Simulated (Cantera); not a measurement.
Charge: 1 mol HF, 0.15 mol H2, 5.7 mol O2, equilibrated at 2500 K and 0.800 bar.

Method: chemical equilibrium by Gibbs-energy minimisation in Cantera with the NASA 1993 tables (ideal gas, pure condensed phases). Candidate condensed phases: H2O; 22 gas species. Equilibrium is a limit: real reactors are often held back by kinetics, nucleation or transport.

Base state: O2 0.812, HF 0.145, H2O 0.0175, O 0.0146, OH 0.00897, F 0.000751, H 0.000319, H2 0.000129 (mole fractions); condensed: gas only.

Task: What changes in the equilibrium state with this change: O2 from 5.7 to 0.092 mol?

Result: 
```
species    before     after
-------  --------  --------
HF          0.145     0.849
H2O        0.0175     0.116
O2          0.812    0.0149
O          0.0146   0.00198
H2       0.000129   0.00633
HO2       1.57e-5   2.01e-6
H        0.000319   0.00224
F        0.000751  0.000627
```
